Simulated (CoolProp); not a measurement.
Vapour-liquid equilibrium of n-hexane (1) + cyclohexane (2) at 324.8 K; x and y are mole fractions of (1).

Model: multi-fluid Helmholtz-energy mixture model, Thol 2019 and Zhou 2014; pair parameters Bell 2016, in CoolProp.

```csv
x,bubble pressure (MPa),y at the bubble point,dew pressure at overall composition x (MPa),liquid density (mol/L)
0.05,0.03982,0.079,0.03934,8.799
0.125,0.04160,0.186,0.04057,8.664
0.2,0.04327,0.282,___,8.531
0.275,0.04485,0.368,0.04316,8.402
0.35,0.04635,0.448,0.04451,8.277
0.425,___,0.523,0.04591,8.155
0.5,0.04914,0.593,0.04733,8.035
0.575,0.05046,___,0.04878,7.919
0.65,0.05174,0.725,0.05025,7.805
0.725,___,0.787,0.05175,7.695
0.8,0.05420,___,0.05325,7.587
0.875,0.05540,0.906,___,7.481
0.95,0.05657,0.963,0.05631,7.378
```

Task: What belongs in the gaps?

Result: 
- 0.2, dew pressure at overall composition x (MPa): 0.04184
- 0.425, bubble pressure (MPa): 0.04777
- 0.575, y at the bubble point: 0.660
- 0.725, bubble pressure (MPa): 0.05299
- 0.8, y at the bubble point: 0.847
- 0.875, dew pressure at overall composition x (MPa): 0.05477

No azeotrope shows between x = 0.05 and 0.95.

The pair parameters rest on a limited set of measurements; away from them the model extrapolates.
